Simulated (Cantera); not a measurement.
Input: 1 mol SiH4, 0.23 mol HCl, 29 mol H2, held at 1698 K and 0.133 bar.

These are equilibrium values from Cantera (NASA tables, ideal gas, pure condensed phases), not measurements of a reactor. Candidate condensed phases: Si; 19 gas species. Gases not in the tables: Si2H6 and higher silanes. Kinetics and transport are ignored.

Base state: H2 0.992, HCl 0.00700, H 0.000395, SiCl2 0.000178, SiH2 1.39e-5 (mole fractions); condensed: Si(l).

**Question.** What changes in the equilibrium state with this change: HCl from 0.23 to 3.2 mol?

**Answer.** 
| species | before | after |
|---|---|---|
| H2 | 0.992 | 0.922 |
| HCl | 0.00700 | 0.0623 |
| SiCl2 | 0.000178 | 0.0151 |
| SiCl4 | 1.53e-9 | 1.11e-5 |
| SiCl3 | 3.70e-7 | 0.000291 |
| SiHCl3 | 4.17e-8 | 3.15e-5 |
| SiH2Cl2 | 1.98e-7 | 1.57e-5 |
| Cl | 2.16e-6 | 2.00e-5 |
| Si(l), mol | 0.994 | 0.470 |
The tables' values for SiCl3, SiCl are old estimates; treat these amounts as uncertain.

**Question.** What changes in the equilibrium state with this change: H2 from 29 to 8.8 mol?

**Answer.** 
```json
[
 {"species": "H2", "before": "0.992", "after": "0.980"},
 {"species": "HCl", "before": "0.00700", "after": "0.0183"},
 {"species": "SiCl2", "before": "0.000178", "after": "0.00123"},
 {"species": "SiH2", "before": "1.39e-5", "after": "1.37e-5"},
 {"species": "H", "before": "0.000395", "after": "0.000392"},
 {"species": "Si(l), mol", "before": "0.994", "after": "0.986"}
]
```
